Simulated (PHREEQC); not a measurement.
Consider water at 20 °C with 0.00096 mol HF, 0.059 mol NH4F and 0.02 mol HCl per kg of water. Closed to the air; pH follows from the charge balance.

The numbers come from PHREEQC with the ion-association model, phreeqc.dat.

```json
{
  "pH": "3.35",
  "ionic_strength": "0.0595 mol/kgw",
  "density": "0.999 g/cm³",
  "total_alkalinity": "-21.0 meq/kg"
}
```

```tsv
species	molality	activity	log γ
NH4+	0.0590	0.0466	-0.103
F-	0.0371	0.0297	-0.096
Cl-	0.0200	0.0161	-0.095
HF	0.0180	0.0182	0.006
HF2-	0.00245	0.00199	-0.090
H+	0.000528	0.000447	-0.072
NH3	4.08e-8	4.14e-8	0.006
```

Precipitation was switched off in this run. Species that the database lacks are ignored.
